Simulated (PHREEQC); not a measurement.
A column of 0.2 m (40 cells, dispersivity 0.01 m, 720 s a shift, diffusion coefficient 3e-10 m²/s) holds 0.0061 eq of the database's cation exchanger X per kg of pore water, first in equilibrium with 0.042 mol NaCl, 0.00057 mol ZnSO4 and 1e-05 mol HCl per kg of water. It is flushed with 0.0049 mol/kgw MgCl2 and 1e-05 mol/kgw HCl, at 40 °C. Values are for the last cell. CO2 from the air is kept out. Precipitation was switched off in this run.

The series has 33 steps of pore volumes, from 0 to 4.013.

Model: ion-association model, phreeqc.dat, run in PHREEQC.

After how many pore volumes does Mg at the outlet first reach half of its feed value?

By 1.5 pore volumes.

Species that the database lacks are ignored. Away from 25 °C the constants follow the database's enthalpies or fits; those with neither stay at their 25 °C values.
